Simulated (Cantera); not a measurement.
Input: 1 mol Ca(OH)₂, 4.9 mol H₂, 5 mol CO₂, held at 1498 K and 19.0 mbar.

Method: chemical equilibrium by Gibbs-energy minimisation in Cantera with the NASA 1993 tables (ideal gas, pure condensed phases). Candidate condensed phases: C, C₆H₆, C₇H₈, C₈H₁₈, Ca, CaCO₃, CaO, Ca(OH)₂, H₂O; 115 gas species. The numbers say what is thermodynamically allowed, not how fast it happens.

Base state: H₂O 0.355, CO 0.264, CO₂ 0.195, H₂ 0.186, H 5.38e-5 (mole fractions); condensed: CaO(s).

Task: What changes in the equilibrium state with this change: temperature from 1498 K to 2075 K?

Result: 
| species | before | after |
|---|---|---|
| H₂O | 0.355 | 0.386 |
| CO | 0.264 | 0.297 |
| CO₂ | 0.195 | 0.159 |
| H₂ | 0.186 | 0.148 |
| Ca(OH)₂ | 1.88e-7 | 6.90e-5 |
| O₂ | <1e-9 | 8.88e-5 |
| O | <1e-9 | 7.97e-5 |
| CaOH | 2.65e-9 | 2.78e-5 |
| OH | 2.91e-6 | 0.00221 |
| CaO(s), mol | 1.000 | 0.999 |

Task: What changes in the equilibrium state with this change: temperature from 1498 K to 2125 K?

Result: 
```
species       before     after
-----------  -------  --------
H₂O            0.355     0.385
CO             0.264     0.298
CO₂            0.195     0.157
H₂             0.186     0.145
H            5.38e-5    0.0100
Ca(OH)₂      1.88e-7   9.80e-5
O₂             <1e-9  0.000183
O              <1e-9  0.000162
CaOH         2.65e-9   4.85e-5
CaO(s), mol    1.000     0.998
```

Task: What changes in the equilibrium state with this change: CO₂ from 5 to 0.073 mol?

Result: 
```
species       before     after
-----------  -------  --------
H₂             0.186     0.809
H₂O            0.355     0.179
CO             0.264    0.0113
CO₂            0.195  0.000964
H            5.38e-5  0.000112
CaO(s), mol    1.000     1.000
```
